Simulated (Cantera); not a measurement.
# Ammonia decomposition in nitride growth gas

A perfectly stirred reactor is fed with NH3 : H2 = 1 : 3.6 (molar parts), at 100.0 Torr; it is held at 2125 K, and followed from long to short residence time.

Model: the gas-phase N/H chemistry of the illustrative SiF4/NH3 mechanism in the Surface Chemkin manual (1991), integrated in Cantera. Walls and surfaces, which speed up NH3 decomposition in real reactors, are not modelled.

```csv
τ (s),x NH3,x H2,x N2H4,x H,x N2H2,x N2,x N
1.0,0.0117,0.901,3.64e-10,0.00317,9.51e-8,0.0843,3.03e-6
0.26,0.0479,0.881,2.12e-9,0.00182,3.76e-7,0.0694,2.46e-6
0.069,0.115,0.842,6.62e-9,0.00128,9.60e-7,0.0419,2.29e-6
0.018,0.177,0.805,1.15e-8,0.00105,1.53e-6,0.0162,2.15e-6
0.0048,0.206,0.788,1.29e-8,0.000933,1.62e-6,0.00446,1.88e-6
0.0013,0.215,0.783,9.72e-9,0.000771,1.10e-6,0.000781,1.14e-6
0.00033,0.217,0.782,2.39e-9,0.000377,1.78e-7,2.85e-5,1.41e-7
```
x: mole fraction; the columns are a selection and need not sum to one.
